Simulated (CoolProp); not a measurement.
Vapour pressure (bar) of decamethylcyclopentasiloxane (D5): the reference equation beside estimates from Tc = 345.1 °C, pc = 10.78 bar, ω = 0.631.

Computed with CoolProp (reference Helmholtz-energy equation of state, Thol 2019).

```
T (°C)   reference  Soave-Redlich-Kwong  Peng-Robinson
------  ----------  -------------------  -------------
25.75   (withheld)            0.0003172      0.0003979
46.35     0.001061             0.001407       0.001676
66.85     0.004174           (withheld)       0.005697
87.45      0.01339              0.01490        0.01644
107.95     0.03608              0.03824        0.04109
128.55  (withheld)              0.08734        0.09184
149.15      0.1790               0.1803         0.1864
169.65  (withheld)               0.3411         0.3479
190.25  (withheld)               0.6030         0.6087
210.75       1.009           (withheld)          1.004
231.35  (withheld)           (withheld)          1.581
251.85       2.401                2.404          2.386
```

**Question.** Some entries are withheld; supply them.

**Answer.** 
- 25.75, reference: 0.0002060
- 66.85, Soave-Redlich-Kwong: 0.004990
- 128.55, reference: 0.08505
- 169.65, reference: 0.3420
- 190.25, reference: 0.6071
- 210.75, Soave-Redlich-Kwong: 1.002
- 231.35, reference: 1.592
- 231.35, Soave-Redlich-Kwong: 1.587

Absolute difference from the reference over all 12 rows, mean and median: Soave-Redlich-Kwong 10.7 and 1.7 %, Peng-Robinson 20.0 and 6.1 %.
